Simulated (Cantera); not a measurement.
**Low-pressure radical oxidation in H2/O2**

A perfectly stirred reactor is fed with H2 : O2 = 0.012 : 1 (molar parts), at 20.0 Torr; it is held at 1250 K, and followed from long to short residence time.

Cantera simulation using the H2/O2 subset of GRI-Mech 3.0, which has no nitrogen chemistry; the numbers are that mechanism's predictions, not measurements. Radical loss at walls, strong at low pressure, is not modelled.

```json
[
 {"τ (s)": "25", "x H2": "4.98e-6", "x O2": "0.988", "x H2O": "0.0119", "x HO2": "1.50e-7", "x OH": "0.000135", "x O": "0.000149"},
 {"τ (s)": "6.8", "x H2": "1.08e-5", "x O2": "0.988", "x H2O": "0.0118", "x HO2": "2.73e-7", "x OH": "0.000208", "x O": "0.000350"},
 {"τ (s)": "1.8", "x H2": "2.33e-5", "x O2": "0.987", "x H2O": "0.0117", "x HO2": "4.75e-7", "x OH": "0.000321", "x O": "0.000818"},
 {"τ (s)": "0.50", "x H2": "4.82e-5", "x O2": "0.986", "x H2O": "0.0116", "x HO2": "7.56e-7", "x OH": "0.000479", "x O": "0.00177"},
 {"τ (s)": "0.14", "x H2": "9.99e-5", "x O2": "0.984", "x H2O": "0.0114", "x HO2": "1.12e-6", "x OH": "0.000694", "x O": "0.00348"},
 {"τ (s)": "0.037", "x H2": "0.000227", "x O2": "0.982", "x H2O": "0.0110", "x HO2": "1.54e-6", "x OH": "0.000976", "x O": "0.00585"},
 {"τ (s)": "0.010", "x H2": "0.000574", "x O2": "0.980", "x H2O": "0.0104", "x HO2": "1.97e-6", "x OH": "0.00133", "x O": "0.00752"},
 {"τ (s)": "0.0028", "x H2": "0.00156", "x O2": "0.979", "x H2O": "0.00906", "x HO2": "2.40e-6", "x OH": "0.00178", "x O": "0.00745"},
 {"τ (s)": "0.00076", "x H2": "0.00440", "x O2": "0.982", "x H2O": "0.00611", "x HO2": "2.57e-6", "x OH": "0.00202", "x O": "0.00522"}
]
```
x: mole fraction; the columns are a selection and need not sum to one.
